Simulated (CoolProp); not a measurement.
Computed with CoolProp (reference Helmholtz-energy equation of state, Lemmon 2006). It is a short technical equation, of lower accuracy than the large ones.

Q: For acetone, give the phase and the Z, speed of sound (m/s), Joule-Thomson coefficient (K/MPa), isothermal compressibility (1/MPa) at 550 K and 2350 kPa.

A: 
- 550 K and 2350 kPa: gas; Z 0.842, speed of sound 253, Joule-Thomson coefficient 9.68, isothermal compressibility 0.511
